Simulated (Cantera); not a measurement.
Input: 1 mol borazine, 6.6 mol O2, held at 948 K and 0.133 bar.

Cantera equilibrium calculation (NASA polynomials, part measured and part estimated; ideal gas, pure solids and liquids). Candidate condensed phases: B, BN, B2O3, B3O3H3, H2O; 39 gas species. The feed counts by its element totals alone. Gases not in the tables: H3BO3. Kinetics and transport are ignored.

Base state: H2O 0.404, O2 0.388, N2 0.204, (HBO2)3 0.00343, HBO2 1.44e-5, NO 1.19e-5 (mole fractions); condensed: B2O3(l).

### Question
What changes in the equilibrium state with this change: temperature from 948 K to 875 K?

### Answer
| species | before | after |
|---|---|---|
| H2O | 0.404 | 0.401 |
| O2 | 0.388 | 0.389 |
| N2 | 0.204 | 0.205 |
| (HBO2)3 | 0.00343 | 0.00523 |
| HBO2 | 1.44e-5 | 2.23e-6 |
| NO | 1.19e-5 | 4.51e-6 |
| B2O3(l), mol | 1.46 | 1.44 |
